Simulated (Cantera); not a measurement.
Input (Python, Cantera) and output of one run.

```python
import numpy as np
import cantera as ct

gas_names = """
    CL CL2 H HCL H2 Si SiCL SiCL2 SiCL3 SiCL4 SiH SiHCL3 SiH2 SiH2CL2 SiH3 SiH3CL SiH4 Si2 Si3
""".split()
cond_names = """
    Si(cr) Si(L)
""".split()


# ... load() reads the species with a 1 bar reference pressure and builds the phases ...
atoms = {
    'SiCl4': {'Si': 1, 'CL': 4},
    'H2': {'H': 2},
}
top_T = {}  # K; cautious upper limits of use, not melting points


# ... equilibrate(T, P, feed) seeds the gas with the atoms and calls Mixture.equilibrate('TP', solver="vcs", rtol=1e-11, max_steps=5000) ...
results = []
feed = {'SiCl4': 1, 'H2': 1.5}  # mol
P = 1900000  # Pa
for T in [975, 1025, 1075, 1125, 1175, 1225, 1275]:
    mix = equilibrate(T, P, feed)
    results.append((T, P, feed, dict(zip(mix.species_names, mix.species_moles))))

top = {s: max(r[3][s] / sum(r[3][g] for g in gas_names) for r in results) for s in gas_names}
cols = sorted((s for s in top if top[s] > 0.001), key=lambda s: -top[s])[:7]
seen = [c for c in cond_names if any(r[3].get(c, 0) > 1e-12 for r in results)]
print("log10 of partial pressures in bar; condensed amounts in mol")
print(f"{'T/K':>10s}" + "".join(f"{s[:9]:>10s}" for s in cols + seen))
for T, P, feed, n in results:
    ng = sum(n[g] for g in gas_names)
    print(f"{T:10.4g}" + "".join(f"{np.log10(max(n[s] / ng * P / 1e5, 1e-99)):10.3f}" for s in cols)
          + "".join(f"{n.get(c, 0):10.4g}" for c in seen))
```

Result:

```
log10 of partial pressures in bar; condensed amounts in mol
       T/K        H2     SiCL4       HCL    SiHCL3     SiCL3   SiH2CL2
       975     1.031     0.842    -0.180    -0.190    -2.608    -2.202
      1025     1.025     0.833    -0.097    -0.111    -2.247    -2.009
      1075     1.019     0.824    -0.022    -0.041    -1.921    -1.838
      1125     1.013     0.813     0.046     0.019    -1.627    -1.686
      1175     1.005     0.802     0.109     0.071    -1.362    -1.551
      1225     0.998     0.790     0.167     0.115    -1.122    -1.434
      1275     0.990     0.776     0.221     0.150    -0.905    -1.334
```

Cantera equilibrium calculation (NASA polynomials, part measured and part estimated; ideal gas, pure solids and liquids). The tables' values for SiCl3 are old estimates; treat these amounts as uncertain.
